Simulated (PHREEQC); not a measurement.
0.044 g of hydrous ferric oxide (600 m²/g; 0.2 weak and 0.005 strong sites per Fe, Dzombak-Morel constants, diffuse double layer) in 1 kg of water with 0.01 mol/kgw of an inert sodium salt and 0.013 mmol/kgw MnCl2, 0.03 mmol/kgw Na2SO4 and 0.0095 mmol/kgw CaCl2, at 25 °C; the pH is set by adding NaOH or the inert anion's acid. No oxygen is let in. The system is closed to CO2. Nothing may precipitate in this run.

Base run: PHREEQC, ion-association model, wateq4f.dat. Each further column changes one thing. The table gives Mn sorbed (%).

```
pH   base  no electrostatic term (-no_edl)  background salt from 0.01 to 0.001 mol/kgw  oxide from 0.044 to 0.22 g/kgw  7e-05 mol/kgw NiCl2 added
---  ----  -------------------------------  ------------------------------------------  ------------------------------  -------------------------
4     0.0                              0.0                                         0.0                             0.0                        0.0
4.5   0.0                              0.0                                         0.0                             0.0                        0.0
5     0.0                              0.0                                         0.0                             0.1                        0.0
5.5   0.2                              0.3                                         0.2                             0.6                        0.1
6     1.0                                ?                                         1.3                               ?                        0.4
6.5   5.1                             11.4                                         5.8                            21.0                        0.8
7    14.3                                ?                                        15.1                            54.5                          ?
7.5  26.6                                ?                                        28.1                            83.7                        4.6
8    56.6                             67.4                                        60.4                            96.8                        9.2
8.5  88.5                                ?                                        90.6                               ?                       14.5
9    98.2                             91.4                                        98.6                            99.9                       19.4
9.5  99.7                             93.7                                        99.8                           100.0                       28.7
10   99.9                             93.9                                       100.0                           100.0                       56.8
```

Problem. Fill in the missing entries.

Solution. 
- 6, no electrostatic term (-no_edl): 2.7
- 6, oxide from 0.044 to 0.22 g/kgw: 4.1
- 7, no electrostatic term (-no_edl): 22.3
- 7, 7e-05 mol/kgw NiCl2 added: 1.7
- 7.5, no electrostatic term (-no_edl): 41.3
- 8.5, no electrostatic term (-no_edl): 84.4
- 8.5, oxide from 0.044 to 0.22 g/kgw: 99.5

 In at least one series the solution becomes supersaturated in solids that the run did not let form, among them Ni(OH)2, Ni4(OH)6SO4.
